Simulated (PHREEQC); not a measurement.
Na2SO4 is added in steps, without added water, to 1 kg of water holding 2.5 mmol/kgw HF and 52 mmol/kgw NH4HF2, at 20 °C. Oxygen alone is held at its pressure in air (log pO2 = -0.68). No CO2 enters from the air. Only these solids could form: Mirabilite.

Base run: PHREEQC, ion-association model, wateq4f.dat. Each further column changes one thing. The table gives pH.

```
Na2SO4 added (mol)  base  metal-ligand complexes left out  database phreeqc.dat  all activity coefficients set to 1  Debye-Hückel limiting law
------------------  ----  -------------------------------  --------------------  ----------------------------------  -------------------------
0                   3.13                             3.13                  3.04                                3.22                       3.11
0.05333             3.07                             3.08                  2.99                                3.22                       3.02
0.1067              3.04                             3.06                  2.96                                3.22                        [?]
0.16                3.02                             3.05                  2.94                                3.22                       2.90
0.2133              3.01                             3.04                  2.93                                3.21                        [?]
0.2667              3.00                             3.03                  2.91                                3.21                       2.83
0.32                2.98                             3.02                  2.90                                3.21                        [?]
```

Some entries are withheld; supply them.


- 0.1067, Debye-Hückel limiting law: 2.95
- 0.2133, Debye-Hückel limiting law: 2.86
- 0.32, Debye-Hückel limiting law: 2.80

The ionic strength passes 0.7 mol/kgw, the rough limit of the ion-association models, in part of: base; metal-ligand complexes left out; database phreeqc.dat; Debye-Hückel limiting law. wateq4f.dat counts part of the HF as a dimer, H2F2, which phreeqc.dat doesn't know; its constant is uncertain. phreeqc.dat and wateq4f.dat share most of their constants, so their agreement is no independent check.
